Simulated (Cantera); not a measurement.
A Cantera script and its output.

```python
import numpy as np
import cantera as ct

gas = ct.Solution("gri30.yaml")
gas.TPX = 1673, 101325, {'CH4': 1, 'N2': 1.5}
reactor = ct.IdealGasConstPressureReactor(gas, energy="off", clone=False)
net = ct.ReactorNet([reactor])
net.rtol, net.atol = 1e-08, 1e-18
show = ['CH4', 'CH3', 'H2', 'C2H', 'HCN', 'C2H6']
times = np.geomspace(0.0008, 2, 15)

steps = ct.SolutionArray(gas, extra=["t"])
rows = []
print(f"{'t/s':>10s}{'T/K':>9s}{'P/Pa':>11s}" + "".join(f"{s:>11s}" for s in show))
for t in times:
    while net.time < t:
        t_next = net.step()
        steps.append(gas.state, t=t_next)
    rows.append([np.interp(t, steps.t, y) for y in (steps.T, steps.P, *steps(*show).X.T)])
    print(f"{t:10.3e}{rows[-1][0]:9.1f}{rows[-1][1]:11.4g}" + "".join(f"{x:11.3e}" for x in rows[-1][2:]))
rate = np.gradient(steps.T, steps.t)
print("integrator steps:", len(steps.t))
if steps.T.max() > steps.T[0] + 200:
    print(f"time of steepest temperature rise: {steps.t[rate.argmax()]:.4e} s")
gas.TPX = 1673, 101325, {'CH4': 1, 'N2': 1.5}
gas.equilibrate("TP")
print(f"equilibrium (TP): T = {gas.T:.1f} K  " + "  ".join(f"{s} {gas[s].X[0]:.3e}" for s in show))
```

Output:

```
       t/s      T/K       P/Pa        CH4        CH3         H2        C2H        HCN       C2H6
 8.000e-04   1673.0  1.013e+05  3.845e-01  1.322e-03  1.149e-02  8.614e-10  9.256e-11  1.653e-03
 1.399e-03   1673.0  1.013e+05  3.672e-01  1.392e-03  2.716e-02  3.544e-09  3.573e-10  1.894e-03
 2.446e-03   1673.0  1.013e+05  3.386e-01  1.243e-03  5.624e-02  1.058e-08  1.120e-09  1.488e-03
 4.278e-03   1673.0  1.013e+05  3.005e-01  1.019e-03  9.842e-02  2.225e-08  2.682e-09  9.614e-04
 7.480e-03   1673.0  1.013e+05  2.554e-01  8.185e-04  1.494e-01  3.609e-08  5.437e-09  5.935e-04
 1.308e-02   1673.0  1.013e+05  2.060e-01  6.411e-04  2.043e-01  4.991e-08  9.976e-09  3.486e-04
 2.287e-02   1673.0  1.013e+05  1.556e-01  4.819e-04  2.593e-01  6.374e-08  1.701e-08  1.886e-04
 4.000e-02   1673.0  1.013e+05  1.091e-01  3.432e-04  3.097e-01  7.753e-08  2.724e-08  9.189e-05
 6.995e-02   1673.0  1.013e+05  7.093e-02  2.303e-04  3.507e-01  9.051e-08  4.111e-08  4.032e-05
 1.223e-01   1673.0  1.013e+05  4.373e-02  1.474e-04  3.798e-01  1.016e-07  5.873e-08  1.674e-05
 2.139e-01   1673.0  1.013e+05  2.709e-02  9.451e-05  3.976e-01  1.099e-07  8.029e-08  7.599e-06
 3.740e-01   1673.0  1.013e+05  1.881e-02  6.715e-05  4.064e-01  1.149e-07  1.076e-07  4.579e-06
 6.540e-01   1673.0  1.013e+05  1.600e-02  5.766e-05  4.094e-01  1.168e-07  1.472e-07  3.795e-06
 1.144e+00   1673.0  1.013e+05  1.556e-02  5.619e-05  4.099e-01  1.171e-07  2.127e-07  3.685e-06
 2.000e+00   1673.0  1.013e+05  1.555e-02  5.614e-05  4.099e-01  1.171e-07  3.272e-07  3.681e-06
integrator steps: 1397
equilibrium (TP): T = 1673.0 K  CH4 1.256e-02  CH3 4.514e-05  H2 4.138e-01  C2H 7.393e-08  HCN 1.025e-01  C2H6 2.380e-06
```

Model: GRI-Mech 3.0 (53 species, 325 reactions), integrated in Cantera. GRI-Mech 3.0 stops at C3 and has no aromatics, soot or wall deposition, so with more carbon than oxygen in the feed, carbon stays in small species such as C2H2 where larger ones or solid carbon would form.
